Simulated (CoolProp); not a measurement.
Aqueous ammonia as a coolant, 12 % by mass, freezing at -17.1 °C, 1 atm.

Computed with CoolProp (Melinder's fits for secondary coolants).

```csv
T (°C),conductivity (W/(m K)),Prandtl number,density (kg/m³),viscosity (mPa s)
-14.5,0.459,32.8,958.2,?
-11.3,0.465,28.1,957.8,?
-8.2,0.471,24.5,957.4,2.72
-5,0.477,21.4,956.9,2.42
-1.8,0.482,18.9,?,2.16
1.3,0.487,16.9,955.6,1.96
4.5,0.493,?,?,1.77
7.6,0.498,13.7,954.1,1.62
10.8,0.503,12.4,953.2,1.48
13.9,0.508,11.3,952.2,1.37
17.1,0.514,?,951.2,1.26
20.2,0.519,9.37,950.1,1.16
23.4,0.525,8.51,948.9,1.06
```

Task: Some entries are withheld; supply them.

Result: 
- -14.5, viscosity (mPa s): 3.55
- -11.3, viscosity (mPa s): 3.08
- -1.8, density (kg/m³): 956.3
- 4.5, Prandtl number: 15.2
- 4.5, density (kg/m³): 954.9
- 17.1, Prandtl number: 10.3
